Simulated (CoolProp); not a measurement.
Vapour-liquid equilibrium of CH2F2 (R32) (1) + dimethyl ether (2) at 0.357 MPa; x and y are mole fractions of (1).

The numbers come from the multi-fluid Helmholtz-energy mixture model, Tillner-Roth 1997 and Wu 2011; pair parameters Bell 2016 in CoolProp.

```json
[
 {"x": "0.05", "bubble temperature, mixture model (K)": "279.4", "bubble temperature, Raoult's law (K)": "278.9", "y, mixture model": "0.116", "y, Raoult's law": "0.136"},
 {"x": "0.125", "bubble temperature, mixture model (K)": "275.8", "bubble temperature, Raoult's law (K)": "275.0", "y, mixture model": "0.271", "y, Raoult's law": "0.302"},
 {"x": "0.2", "bubble temperature, mixture model (K)": "272.4", "bubble temperature, Raoult's law (K)": "271.6", "y, mixture model": "0.404", "y, Raoult's law": "0.434"},
 {"x": "0.275", "bubble temperature, mixture model (K)": "269.3", "bubble temperature, Raoult's law (K)": "268.6", "y, mixture model": "0.515", "y, Raoult's law": "0.540"},
 {"x": "0.35", "bubble temperature, mixture model (K)": "266.3", "bubble temperature, Raoult's law (K)": "265.9", "y, mixture model": "0.607", "y, Raoult's law": "0.627"},
 {"x": "0.425", "bubble temperature, mixture model (K)": "263.6", "bubble temperature, Raoult's law (K)": "263.4", "y, mixture model": "0.684", "y, Raoult's law": "0.699"},
 {"x": "0.5", "bubble temperature, mixture model (K)": "261.2", "bubble temperature, Raoult's law (K)": "261.1", "y, mixture model": "0.748", "y, Raoult's law": "0.760"},
 {"x": "0.575", "bubble temperature, mixture model (K)": "259.0", "bubble temperature, Raoult's law (K)": "259.1", "y, mixture model": "0.802", "y, Raoult's law": "0.812"},
 {"x": "0.65", "bubble temperature, mixture model (K)": "257.1", "bubble temperature, Raoult's law (K)": "257.1", "y, mixture model": "0.847", "y, Raoult's law": "0.857"},
 {"x": "0.725", "bubble temperature, mixture model (K)": "255.3", "bubble temperature, Raoult's law (K)": "255.4", "y, mixture model": "0.886", "y, Raoult's law": "0.895"},
 {"x": "0.8", "bubble temperature, mixture model (K)": "253.6", "bubble temperature, Raoult's law (K)": "253.7", "y, mixture model": "0.921", "y, Raoult's law": "0.929"},
 {"x": "0.875", "bubble temperature, mixture model (K)": "252.1", "bubble temperature, Raoult's law (K)": "252.2", "y, mixture model": "0.952", "y, Raoult's law": "0.958"},
 {"x": "0.95", "bubble temperature, mixture model (K)": "250.7", "bubble temperature, Raoult's law (K)": "250.7", "y, mixture model": "0.981", "y, Raoult's law": "0.984"}
]
```

The largest gap from Raoult's law is +0.8 K in bubble temperature, at x = 0.2. No azeotrope shows between x = 0.05 and 0.95.

Pair parameters are fitted to limited data, so mixtures are less certain than the pure fluids.
